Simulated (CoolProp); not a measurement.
A simple Rankine cycle with R365MFC: condensing at 333.15 K, boiler at 1.66 MPa, turbine inlet 424.1 K, turbine efficiency 0.8, pump efficiency 0.6, no recuperator. Each further row changes one setting.

Computed with CoolProp (reference Helmholtz-energy equation of state, Lemmon 2016).

```json
[
 {"case": "as stated", "thermal efficiency (%)": "11.8", "net work (kJ/kg)": "30.2", "heat in (kJ/kg)": "256", "turbine exit temperature (K)": "375.2", "volume ratio over the turbine": "10.5"},
 {"case": "turbine inlet 444.1 K", "thermal efficiency (%)": "11.6", "net work (kJ/kg)": "33.3", "heat in (kJ/kg)": "287", "turbine exit temperature (K)": "398.9", "volume ratio over the turbine": "9.71"},
 {"case": "condensing temperature 325.15 K", "thermal efficiency (%)": "12.8", "net work (kJ/kg)": "34.2", "heat in (kJ/kg)": "267", "turbine exit temperature (K)": "371.0", "volume ratio over the turbine": "13.5"},
 {"case": "boiler pressure 1.16 MPa", "thermal efficiency (%)": "10.2", "net work (kJ/kg)": "27.5", "heat in (kJ/kg)": "268", "turbine exit temperature (K)": "388.2", "volume ratio over the turbine": "6.46"},
 {"case": "turbine efficiency 0.7", "thermal efficiency (%)": "10.2", "net work (kJ/kg)": "26.2", "heat in (kJ/kg)": "256", "turbine exit temperature (K)": "378.7", "volume ratio over the turbine": "10.6"}
]
```
